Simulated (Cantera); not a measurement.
A Cantera script and what it prints.

```python
import numpy as np
import cantera as ct

gas_names = """
    B BH BH2 BH3 BN B2 H H2 N NH NH2 NH3 N2 N2H2 N2H4
""".split()
cond_names = """
    B(b) B(L) BN(s)
""".split()


def load(file, names, dense=False):
    # The tables refer to 1 bar. Condensed volumes are neglected.
    table = {s.name: s for s in ct.Species.list_from_file(file)}
    out = []
    for n in names:
        d = dict(table[n].input_data)
        d["thermo"] = dict(d["thermo"], **{"reference-pressure": 1e5})
        if dense:
            d["equation-of-state"] = {"model": "constant-volume", "density": "1e6 g/cm^3"}
        out.append(ct.Species.from_dict(d))
    return out


gas = ct.Solution(thermo="ideal-gas", species=load("nasa_gas.yaml", gas_names))
cond = {s.name: ct.Solution(thermo="fixed-stoichiometry", species=[s], name=s.name)
        for s in load("nasa_condensed.yaml", cond_names, dense=True)}
atoms = {
    'BN': {'B': 1, 'N': 1},
    'H2': {'H': 2},
}
top_T = {'BN(s)': 3200}  # K; cautious upper limits of use, not melting points


def equilibrate(T, P, feed):
    n = {}
    for name, mol in feed.items():
        for a, k in atoms[name].items():
            n[a] = n.get(a, 0.0) + k * mol
    gas.TPX = T, P, n
    mass = sum(n.values()) * gas.mean_molecular_weight
    gas.equilibrate("TP")
    valid = [c for c in cond.values() if c.min_temp <= T <= top_T.get(c.name, c.max_temp)]
    mix = ct.Mixture([(gas, mass / gas.mean_molecular_weight)] + [(c, 0.0) for c in valid])
    mix.T, mix.P = T, P
    mix.equilibrate("TP", solver="vcs", rtol=1e-11, max_steps=5000)
    return mix


results = []
feed = {'BN': 1, 'H2': 17}  # mol
P = 560  # Pa
for T in [1148, 1198, 1248, 1298, 1348, 1398, 1448, 1498, 1548, 1598, 1648, 1698, 1748, 1798]:
    mix = equilibrate(T, P, feed)
    results.append((T, P, feed, dict(zip(mix.species_names, mix.species_moles))))

top = {s: max(r[3][s] / sum(r[3][g] for g in gas_names) for r in results) for s in gas_names}
cols = sorted((s for s in top if top[s] > 0.001), key=lambda s: -top[s])[:5]
seen = [c for c in cond_names if any(r[3].get(c, 0) > 1e-12 for r in results)]
print("log10 of partial pressures in bar; condensed amounts in mol")
print(f"{'T/K':>10s}" + "".join(f"{s[:9]:>10s}" for s in cols + seen))
for T, P, feed, n in results:
    ng = sum(n[g] for g in gas_names)
    print(f"{T:10.4g}" + "".join(f"{np.log10(max(n[s] / ng * P / 1e5, 1e-99)):10.3f}" for s in cols)
          + "".join(f"{n.get(c, 0):10.4g}" for c in seen))
```

It prints:

```
log10 of partial pressures in bar; condensed amounts in mol
       T/K        H2         H      B(b)     BN(s)
      1148    -2.252    -8.271         0         1
      1198    -2.252    -7.847         0         1
      1248    -2.252    -7.457         0         1
      1298    -2.252    -7.096         0         1
      1348    -2.252    -6.762         0         1
      1398    -2.252    -6.451         0         1
      1448    -2.252    -6.161         0         1
      1498    -2.252    -5.891         0    0.9999
      1548    -2.252    -5.638         0    0.9998
      1598    -2.252    -5.400         0    0.9996
      1648    -2.252    -5.177 0.0005113    0.9988
      1698    -2.253    -4.966  0.002467    0.9965
      1748    -2.253    -4.768  0.008091    0.9904
      1798    -2.254    -4.580   0.02276     0.975
```

Method: chemical equilibrium by Gibbs-energy minimisation in Cantera with the NASA 1993 tables (ideal gas, pure condensed phases). Mutual solubility and eutectic melting of coexisting phases are not modelled. The tables' values for BH2 are old estimates; treat these amounts as uncertain.
